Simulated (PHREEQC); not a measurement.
Model water analysis in mg/L, 25 °C, pH 7, pe -0.7: Na 0.0782; K 0.162; Ca 0.0669; Mg 0.0185; Cl 0.0513; S(6) as SO4 0.139; Alkalinity as HCO3 0.478; Mn(2) 0.0201; Zn 0.00696; Si as SiO2 0.000108; B 0.000908; Li 0.00241; F 2.58e-05.

Cl is adjusted to close the charge balance.
Valence states are taken as typed.

Model: ion-association model, phreeqc.dat, run in PHREEQC.

Each row changes one thing in this solution. Precipitation was switched off in this run.

| case | HCO3- (mol/kgw) | CO2 (mol/kgw) | CO3-2 (mol/kgw) | ZnOH+ (mol/kgw) | H2BO3- (mol/kgw) | CaSO4 (mol/kgw) | SI of Rhodochrosite (MnCO3) | SI of Quartz (SiO2) |
|---|---|---|---|---|---|---|---|---|
| as made | 7.82e-6 | 1.75e-6 | 3.72e-9 | 1.13e-9 | 4.83e-10 | 4.12e-10 | -3.75 | -4.77 |
| temperature from 25 to 35 °C at the same typed pH | 7.71e-6 | 1.57e-6 | 4.38e-9 | 2.33e-9 | 5.76e-10 | 4.43e-10 | -3.65 | -4.91 |
| pH from 7 to 6 at the same alkalinity | 8.83e-6 | 1.97e-5 | 4.20e-10 | 1.15e-10 | 4.86e-11 | 4.12e-10 | -4.70 | -4.76 |
| Na from 0.0782 to 0.156 mg/L | 7.82e-6 | 1.75e-6 | 3.73e-9 | 1.13e-9 | 4.83e-10 | 4.11e-10 | -3.75 | -4.77 |
| all concentrations times 3 at the same typed pH | 2.34e-5 | 5.22e-6 | 1.13e-8 | 3.36e-9 | 1.45e-9 | 3.60e-9 | -2.81 | -4.29 |
| pH from 7 to 6.5 at the same alkalinity | 8.12e-6 | 5.74e-6 | 1.22e-9 | 3.62e-10 | 1.53e-10 | 4.12e-10 | -4.24 | -4.77 |

Species that the database lacks are ignored. SiF6-2 is the database's only silicon fluoride. Real BF4- forms and hydrolyses slowly; the run takes it at equilibrium.
